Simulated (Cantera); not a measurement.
Cantera run:

```python
import numpy as np
import cantera as ct

gas_names = """
    CL CL2 Fe FeCL FeCL2 FeCL3 Fe2CL4 Fe2CL6 H HCL H2 N NH NH2 NH3 N2 N2H2 N2H4
""".split()
cond_names = """
    Fe(a) Fe(c) Fe(d) Fe(L) FeCL2(s) FeCL2(L) FeCL3(s) FeCL3(L) NH4CL(a) NH4CL(b)
""".split()


def load(file, names, dense=False):
    # The tables refer to 1 bar. Condensed volumes are neglected.
    table = {s.name: s for s in ct.Species.list_from_file(file)}
    out = []
    for n in names:
        d = dict(table[n].input_data)
        d["thermo"] = dict(d["thermo"], **{"reference-pressure": 1e5})
        if dense:
            d["equation-of-state"] = {"model": "constant-volume", "density": "1e6 g/cm^3"}
        out.append(ct.Species.from_dict(d))
    return out


gas = ct.Solution(thermo="ideal-gas", species=load("nasa_gas.yaml", gas_names))
cond = {s.name: ct.Solution(thermo="fixed-stoichiometry", species=[s], name=s.name)
        for s in load("nasa_condensed.yaml", cond_names, dense=True)}
atoms = {
    'FeCl2': {'Fe': 1, 'CL': 2},
    'H2': {'H': 2},
    'N2': {'N': 2},
}
top_T = {}  # K; cautious upper limits of use, not melting points


def equilibrate(T, P, feed):
    n = {}
    for name, mol in feed.items():
        for a, k in atoms[name].items():
            n[a] = n.get(a, 0.0) + k * mol
    gas.TPX = T, P, n
    mass = sum(n.values()) * gas.mean_molecular_weight
    gas.equilibrate("TP")
    valid = [c for c in cond.values() if c.min_temp <= T <= top_T.get(c.name, c.max_temp)]
    mix = ct.Mixture([(gas, mass / gas.mean_molecular_weight)] + [(c, 0.0) for c in valid])
    mix.T, mix.P = T, P
    mix.equilibrate("TP", solver="vcs", rtol=1e-11, max_steps=5000)
    return mix


results = []
feed = {'FeCl2': 1, 'H2': 28, 'N2': 0.12}  # mol
T = 1675  # K
P = 10000  # Pa
mix = equilibrate(T, P, feed)
results.append((T, P, feed, dict(zip(mix.species_names, mix.species_moles))))
print(gas.report(threshold=0.0001))
for i in range(1, mix.n_phases):
    print(f"{mix.phase(i).name:16s} {mix.phase_moles(i):12.5e} mol")
```

Output:

```
       temperature   1675 K
          pressure   10000 Pa
           density   0.0033813 kg/m^3
  mean mol. weight   4.709 kg/kmol
   phase of matter   gas

                          1 kg             1 kmol
                     ---------------   ---------------
          enthalpy        7.6985e+06        3.6252e+07  J
   internal energy         4.741e+06        2.2325e+07  J
           entropy             44306        2.0864e+05  J/K
    Gibbs function       -6.6514e+07       -3.1321e+08  J
 heat capacity c_p            7064.5             33266  J/K
 heat capacity c_v            5298.8             24952  J/K

                      mass frac. Y      mole frac. X     chem. pot. / RT
                     ---------------   ---------------   ---------------
             FeCL2           0.10555         0.0039215           -60.552
                 H        7.5825e-05        0.00035422           -10.652
               HCL           0.47075          0.060804           -37.472
                H2           0.39847           0.93074           -21.304
                N2          0.024509         0.0041198           -34.153
     [  +13 minor]         0.0006455        6.0569e-05

Fe(d)             8.84548e-01 mol
FeCL2(L)          0.00000e+00 mol
FeCL3(L)          0.00000e+00 mol
```

Cantera equilibrium calculation (NASA polynomials, part measured and part estimated; ideal gas, pure solids and liquids).
